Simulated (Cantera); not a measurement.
## Hydrocarbon pyrolysis for carbon deposition

A perfectly stirred reactor is fed with 2.63 % C2H6, 97.4 % H2, at 1.00 bar; it is held at 1248 K, and followed from long to short residence time.

Cantera simulation using GRI-Mech 3.0 (53 species, 325 reactions); the numbers are that mechanism's predictions, not measurements. GRI-Mech 3.0 stops at C3 and has no aromatics, soot or wall deposition, so with more carbon than oxygen in the feed, carbon stays in small species such as C2H2 where larger ones or solid carbon would form.

| τ (s) | x C2H6 | x H2 | x C2H2 | x CH3 | x C2H4 | x C2H | x H |
|---|---|---|---|---|---|---|---|
| 0.48 | 0.00123 | 0.962 | 0.00169 | 2.69e-6 | 0.0109 | 2.67e-12 | 5.31e-6 |
| 0.20 | 0.00175 | 0.965 | 0.00179 | 2.58e-6 | 0.0132 | 3.41e-12 | 6.44e-6 |
| 0.085 | 0.00255 | 0.967 | 0.00163 | 2.47e-6 | 0.0148 | 3.67e-12 | 7.64e-6 |
| 0.036 | 0.00389 | 0.969 | 0.00122 | 2.47e-6 | 0.0156 | 3.21e-12 | 8.89e-6 |
| 0.015 | 0.00626 | 0.970 | 0.000728 | 2.68e-6 | 0.0151 | 2.16e-12 | 1.01e-5 |
| 0.0065 | 0.00988 | 0.971 | 0.000344 | 3.09e-6 | 0.0130 | 1.10e-12 | 1.09e-5 |
| 0.0027 | 0.0150 | 0.972 | 0.000115 | 3.63e-6 | 0.00928 | <1e-12 | 1.13e-5 |
| 0.0012 | 0.0197 | 0.973 | 3.09e-5 | 3.88e-6 | 0.00553 | <1e-12 | 1.10e-5 |
x: mole fraction; the columns are a selection and need not sum to one.
